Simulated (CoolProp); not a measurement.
R125 at several states: density (kg/m³) from the reference equation and from simpler models built on Tc = 339.2 K, pc = 3.618 MPa, ω = 0.305; each cubic takes its own stable root.

Values from CoolProp's reference Helmholtz-energy equation of state, Lemmon 2005.

```
T (K)  p (MPa)          phase  reference
-----  -------  -------------  ---------
491       8.23  supercritical      286.4
262.3   0.0215            gas      1.189
369.2    0.101            gas      3.977
424.9   0.0298            gas      1.014
212.3     3.42         liquid       1568
```

Question: How far does each simpler model (van der Waals, Redlich-Kwong, Soave-Redlich-Kwong, Peng-Robinson) lie from the reference over these 5 states: mean and median of the absolute difference, and the worst?

Answer: 
- van der Waals: mean 10.6 %, median 0.2 %, worst -39.2 % at 212.3 K and 3.42 MPa
- Redlich-Kwong: mean 3.7 %, median 0.1 %, worst -11.7 % at 212.3 K and 3.42 MPa
- Soave-Redlich-Kwong: mean 2.6 %, median 0.0 %, worst -8.4 % at 212.3 K and 3.42 MPa
- Peng-Robinson: mean 0.8 %, median 0.1 %, worst +3.3 % at 212.3 K and 3.42 MPa
